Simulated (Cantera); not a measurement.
Feed: 1 mol MgO, 0.013 mol I₂, 0.13 mol H₂, 0.037 mol H₂O, at 1075 K and 14.0 mbar.

These are equilibrium values from Cantera (NASA tables, ideal gas, pure condensed phases), not measurements of a reactor. Candidate condensed phases: H₂O, I₂, Mg, MgI₂, MgO, Mg(OH)₂; 20 gas species. The numbers say what is thermodynamically allowed, not how fast it happens.

Base state: H₂ 0.655, H₂O 0.203, HI 0.116, I 0.0252, I₂ 0.000792 (mole fractions); condensed: MgO(s).

Task: What changes in the equilibrium state with this change: temperature from 1075 K to 1425 K?

Result: 
| species | before | after |
|---|---|---|
| H₂ | 0.655 | 0.667 |
| H₂O | 0.203 | 0.196 |
| I | 0.0252 | 0.0941 |
| HI | 0.116 | 0.0431 |
| MgI₂ | 8.63e-6 | 5.19e-5 |
| H | 1.00e-7 | 4.71e-5 |
| I₂ | 0.000792 | 0.000158 |
| MgO(s), mol | 1.000 | 1.000 |
